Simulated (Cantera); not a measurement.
Charge: 1 mol MgF₂, 0.15 mol O₂, 6.2 mol H₂, equilibrated at 1825 K and 8.00 mbar.

These are equilibrium values from Cantera (NASA tables, ideal gas, pure condensed phases), not measurements of a reactor. Candidate condensed phases: H₂O, Mg, MgF₂, MgO, Mg(OH)₂; 31 gas species. The tables' values for MgH are old estimates; treat these amounts as uncertain. Equilibrium is a limit: real reactors are often held back by kinetics, nucleation or transport.

Base state: H₂ 0.750, HF 0.147, MgF₂ 0.0555, Mg 0.0314, MgF 0.00954, H 0.00426, H₂O 0.00290, MgH 3.35e-5 (mole fractions); condensed: MgO(s).

Problem. What changes in the equilibrium state with this change: H₂ from 6.2 to 110 mol?

Solution. 
```json
[
 {"species": "H₂", "before": "0.750", "after": "0.966"},
 {"species": "HF", "before": "0.147", "after": "0.0172"},
 {"species": "Mg", "before": "0.0314", "after": "0.00847"},
 {"species": "MgF₂", "before": "0.0555", "after": "0.000161"},
 {"species": "MgF", "before": "0.00954", "after": "0.000267"},
 {"species": "MgH", "before": "3.35e-5", "after": "1.03e-5"},
 {"species": "H", "before": "0.00426", "after": "0.00484"},
 {"species": "H₂O", "before": "0.00290", "after": "0.00267"},
 {"species": "MgO(s), mol", "before": "0.278", "after": "0"}
]
```

Problem. What changes in the equilibrium state with this change: O₂ from 0.15 to 0.33 mol?

Solution. 
```
species       before    after
-----------  -------  -------
H₂             0.750    0.740
HF             0.147    0.194
MgF₂          0.0555   0.0373
Mg            0.0314   0.0119
MgH          3.35e-5  1.26e-5
H₂O          0.00290  0.00755
MgF          0.00954  0.00482
H            0.00426  0.00424
MgO(s), mol    0.278    0.605
```
